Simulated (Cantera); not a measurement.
Charge: 1 mol Cu₂O, 260 mol H₂, 0.19 mol H₂O, held at 1227 °C and 0.00133 bar.

These are equilibrium values from Cantera (NASA tables, ideal gas, pure condensed phases), not measurements of a reactor. Candidate condensed phases: Cu, CuO, Cu(OH)₂, Cu₂O, H₂O; 12 gas species. The numbers say what is thermodynamically allowed, not how fast it happens.

### Question
What is the equilibrium state?

### Answer
| Property | Value |
|---|---|
| x(H₂) | 0.989 |
| x(Cu) | 0.00617 |
| x(H₂O) | 0.00454 |
| x(H) | 0.000479 |
| x(Cu₂) | 2.42e-6 |
| n(Cu(l)) | 0.383 mol |
| gas amount | 261.9 mol |
| log10 activity of Cu(OH)₂(s) (absent) | -16.18 |
